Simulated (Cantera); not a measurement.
A closed system holds: 1 mol HMDSO, a varied amount of O₃, held at 1500 K and 6.90 Pa.

Cantera equilibrium calculation (NASA polynomials, part measured and part estimated; ideal gas, pure solids and liquids). Candidate condensed phases: C, C₆H₆, C₇H₈, C₈H₁₈, H₂O, Si, SiC, SiO₂; 123 gas species. The feed counts by its element totals alone. The tables hold silica as quartz up to 1696 K and as liquid above; real silica turns to tridymite and cristobalite and melts near 1996 K. Rates play no part.

Task: Which condensed phases are stable at each of these points (n(O₃) (mol)): 1.2, 1.9, 2.6, 3.3, 4, 4.7, 5.3, 6, 6.7, 7.4, 8.1, 8.8, 9.5?

Result: 
```csv
n(O₃) (mol),condensed phases,Si condensed (%)
1.2,SiC(s),85.0
1.9,SiC(s),32.5
2.6,SiO₂(β-quartz),39.8
3.3,SiO₂(β-quartz),99.8
4,SiO₂(β-quartz),99.9
4.7,SiO₂(β-quartz),100.0
5.3,SiO₂(β-quartz),100.0
6,SiO₂(β-quartz),100.0
6.7,SiO₂(β-quartz),100.0
7.4,SiO₂(β-quartz),100.0
8.1,SiO₂(β-quartz),100.0
8.8,SiO₂(β-quartz),100.0
9.5,SiO₂(β-quartz),100.0
```

From 1.2 mol O₃ to 1.9 mol O₃ the condensed part is SiC(s). From 2.6 mol O₃ to 9.5 mol O₃ the condensed part is SiO₂(β-quartz).
